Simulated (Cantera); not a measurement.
Feed: 1 mol HI, a varied amount of H2, equilibrated at 1423.15 K and 1 atm.

Equilibrium computed with Cantera from the NASA thermochemical tables; the gas is ideal and each condensed phase is pure. Candidate condensed phases: I2; 5 gas species. The numbers say what is thermodynamically allowed, not how fast it happens.

Problem. At 3 mol H2, list the 4 most abundant gas species with their mole fractions, and the condensed phases.

Solution. H2 0.759, HI 0.193, I 0.0459, I2 0.00277. Condensed: gas only.
